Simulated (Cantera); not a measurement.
What does this Cantera script print?

```python
import numpy as np
import cantera as ct

gas_names = """
    CL CL2 H HCL H2 Si SiCL SiCL2 SiCL3 SiCL4 SiH SiHCL3 SiH2 SiH2CL2 SiH3 SiH3CL SiH4 Si2 Si3
""".split()
cond_names = """
    Si(cr) Si(L)
""".split()


# ... load() reads the species with a 1 bar reference pressure and builds the phases ...
atoms = {
    'SiCl4': {'Si': 1, 'CL': 4},
    'H2': {'H': 2},
}
top_T = {}  # K; cautious upper limits of use, not melting points


# ... equilibrate(T, P, feed) seeds the gas with the atoms and calls Mixture.equilibrate('TP', solver="vcs", rtol=1e-11, max_steps=5000) ...
results = []
feed = {'SiCl4': 1, 'H2': 0.34}  # mol
T = 575  # K
P = 34000  # Pa
mix = equilibrate(T, P, feed)
results.append((T, P, feed, dict(zip(mix.species_names, mix.species_moles))))
x = sorted(zip(gas.X, gas.species_names), reverse=True)
print(f"T = {T:g} K  P = {P:g} Pa  gas = {mix.phase_moles(0):.4g} mol")
print("   x: " + "  ".join(f"{s} {v:.3e}" for v, s in x if v > 0.001))
print("   condensed (mol): " + ("  ".join(f"{mix.phase(i).name} {mix.phase_moles(i):.4g}"
      for i in range(1, mix.n_phases) if mix.phase_moles(i) > 1e-12) or "none"))
```

Result:

```
T = 575 K  P = 34000 Pa  gas = 1.34 mol
   x: SiCL4 7.446e-01  H2 2.521e-01  HCL 1.670e-03  SiHCL3 1.670e-03
   condensed (mol): none
```

Cantera equilibrium calculation (NASA polynomials, part measured and part estimated; ideal gas, pure solids and liquids).
